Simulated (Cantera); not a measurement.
Input (Python, Cantera):

```python
import numpy as np
import cantera as ct

gas = ct.Solution("gri30.yaml")
gas.TPX = 398, 30000, {'CO': 1, 'H2': 0.32, 'O2': 0.815, 'N2': 3.06}
flame = ct.FreeFlame(gas, width=0.093)
flame.set_refine_criteria(ratio=3, slope=0.08, curve=0.16)
flame.transport_model = "mixture-averaged"
flame.solve(loglevel=0, auto=True)
z, T = flame.grid, flame.T
thick = (T[-1] - T[0]) / np.gradient(T, z).max()
show = ['CO', 'H2', 'O2', 'H2O', 'OH', 'CO2']
print(f"laminar burning velocity  {flame.velocity[0] * 100:.3f} cm/s")
print(f"burnt temperature         {T[-1]:.1f} K")
print(f"thermal thickness         {thick * 1e3:.4f} mm")
print(f"grid points               {len(z)}")
z0 = z[flame.heat_release_rate.argmax()]
print(f"{'z/mm':>9s}{'T/K':>9s}{'u/(m/s)':>9s}" + "".join(f"{s:>11s}" for s in show))
rows = []
for k in (-3, -2, -1.5, -1, -0.5, -0.25, 0, 0.25, 0.5, 1, 2, 4, 8):
    zz = z0 + k * thick
    rows.append([k * thick, np.interp(zz, z, T), np.interp(zz, z, flame.velocity),
                 *(np.interp(zz, z, flame.X[gas.species_index(s)]) for s in show)])
    print(f"{rows[-1][0] * 1e3:9.3f}{rows[-1][1]:9.1f}{rows[-1][2]:9.3f}" + "".join(f"{x:11.3e}" for x in rows[-1][3:]))
```

Result:

```
laminar burning velocity  108.350 cm/s
burnt temperature         2258.5 K
thermal thickness         2.7067 mm
grid points               135
     z/mm      T/K  u/(m/s)         CO         H2         O2        H2O         OH        CO2
   -8.120    398.0    1.083  1.925e-01  6.160e-02  1.569e-01  1.814e-11  1.104e-17  2.208e-13
   -5.413    398.0    1.083  1.925e-01  6.158e-02  1.569e-01  1.315e-09  1.220e-15  2.910e-11
   -4.060    398.0    1.083  1.925e-01  6.153e-02  1.569e-01  1.658e-08  1.697e-14  5.190e-10
   -2.707    398.0    1.083  1.926e-01  6.125e-02  1.569e-01  4.239e-07  5.130e-13  2.460e-08
   -1.353    402.0    1.090  1.931e-01  5.801e-02  1.574e-01  1.016e-04  2.073e-08  2.922e-05
   -0.677    557.1    1.495  1.888e-01  4.684e-02  1.539e-01  5.351e-03  1.931e-04  5.606e-03
    0.000   1002.6    2.643  1.609e-01  2.244e-02  1.284e-01  2.984e-02  9.547e-04  3.512e-02
    0.677   1324.0    3.425  1.131e-01  6.484e-03  8.919e-02  4.787e-02  3.085e-03  8.705e-02
    1.353   1496.6    3.809  8.001e-02  5.139e-03  7.077e-02  4.738e-02  4.749e-03  1.247e-01
    2.707   1663.2    4.171  6.008e-02  5.378e-03  6.116e-02  4.795e-02  6.430e-03  1.485e-01
    5.413   1811.1    4.499  5.393e-02  4.642e-03  5.763e-02  5.295e-02  7.263e-03  1.568e-01
   10.827   1943.5    4.783  4.655e-02  3.614e-03  5.410e-02  5.729e-02  7.347e-03  1.662e-01
   21.654   2055.4    5.017  3.770e-02  2.665e-03  5.021e-02  6.046e-02  6.886e-03  1.769e-01
```

Computed with Cantera and GRI-Mech 3.0 (53 species, 325 reactions). Burning velocities carry a grid error of a few per cent, more on coarse grids.
